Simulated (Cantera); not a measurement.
Input (Python, Cantera):

```python
import numpy as np
import cantera as ct

gas = ct.Solution("h2o2.yaml")
gas.TPX = 323, 1000000, {'H2': 1, 'O2': 0.179, 'N2': 0.607}
flame = ct.FreeFlame(gas, width=0.008)
flame.set_refine_criteria(ratio=3, slope=0.08, curve=0.16)
flame.transport_model = "mixture-averaged"
flame.solve(loglevel=0, auto=True)
z, T = flame.grid, flame.T
thick = (T[-1] - T[0]) / np.gradient(T, z).max()
show = ['H2', 'O2', 'H', 'HO2', 'H2O', 'O']
print(f"laminar burning velocity  {flame.velocity[0] * 100:.3f} cm/s")
print(f"burnt temperature         {T[-1]:.1f} K")
print(f"thermal thickness         {thick * 1e3:.4f} mm")
print(f"grid points               {len(z)}")
z0 = z[flame.heat_release_rate.argmax()]
print(f"{'z/mm':>9s}{'T/K':>9s}{'u/(m/s)':>9s}" + "".join(f"{s:>11s}" for s in show))
rows = []
for k in (-3, -2, -1.5, -1, -0.5, -0.25, 0, 0.25, 0.5, 1, 2, 4, 8):
    zz = z0 + k * thick
    rows.append([k * thick, np.interp(zz, z, T), np.interp(zz, z, flame.velocity),
                 *(np.interp(zz, z, flame.X[gas.species_index(s)]) for s in show)])
    print(f"{rows[-1][0] * 1e3:9.3f}{rows[-1][1]:9.1f}{rows[-1][2]:9.3f}" + "".join(f"{x:11.3e}" for x in rows[-1][3:]))
```

Output:

```
laminar burning velocity  203.284 cm/s
burnt temperature         1914.9 K
thermal thickness         0.0274 mm
grid points               109
     z/mm      T/K  u/(m/s)         H2         O2          H        HO2        H2O          O
   -0.082    323.1    2.033  5.599e-01  1.002e-01  1.410e-15  3.501e-09  1.874e-07  6.533e-11
   -0.055    323.8    2.037  5.596e-01  1.003e-01  1.894e-14  5.490e-08  2.675e-06  7.186e-10
   -0.041    326.4    2.050  5.588e-01  1.005e-01  2.568e-13  4.683e-07  2.038e-05  4.066e-09
   -0.027    349.6    2.174  5.535e-01  1.016e-01  4.704e-11  1.308e-05  4.530e-04  5.618e-08
   -0.014    586.0    3.467  5.203e-01  1.017e-01  1.793e-05  7.846e-04  1.561e-02  5.571e-06
   -0.007    947.5    5.446  4.837e-01  8.539e-02  1.267e-03  1.103e-03  5.751e-02  7.951e-05
    0.000   1302.7    7.406  4.449e-01  5.736e-02  6.455e-03  5.196e-04  1.155e-01  2.887e-04
    0.007   1532.4    8.703  4.144e-01  3.090e-02  1.288e-02  2.432e-04  1.651e-01  3.614e-04
    0.014   1657.6    9.422  3.968e-01  1.436e-02  1.661e-02  1.069e-04  1.954e-01  2.424e-04
    0.027   1759.6    9.996  3.863e-01  2.944e-03  1.693e-02  2.076e-05  2.167e-01  6.849e-05
    0.055   1822.2   10.323  3.866e-01  2.358e-04  1.254e-02  1.569e-06  2.225e-01  1.526e-05
    0.110   1864.2   10.532  3.898e-01  7.999e-06  7.528e-03  5.849e-08  2.237e-01  4.872e-06
    0.219   1890.0   10.658  3.922e-01  5.403e-07  4.032e-03  6.332e-09  2.242e-01  1.437e-06
```

Computed with Cantera and the H2/O2 subset of GRI-Mech 3.0, which has no nitrogen chemistry. The hydrogen kinetics of GRI-Mech 3.0 are dated; newer H2 mechanisms differ, most at raised pressure. Burning velocities carry a grid error of a few per cent, more on coarse grids.
